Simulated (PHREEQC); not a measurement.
Solution (25 °C): 0.0017 mol H2S and 0.0013 mol ZnCl2 per kg of water. Closed to the air; pH follows from the charge balance.

Computed with PHREEQC (ion-association model, phreeqc.dat).

Question: The ionic strength comes out as 0.00325 mol/kgw. What activity coefficients do ZnCl+, Zn+2, H+, Cl- get?

Answer: ZnCl+ 0.94, Zn+2 0.78, H+ 0.94, Cl- 0.94.

This is a speciation only: nothing precipitates in the calculation. Examples of supersaturated solids here: Sphalerite (slow to form). Others may be too.
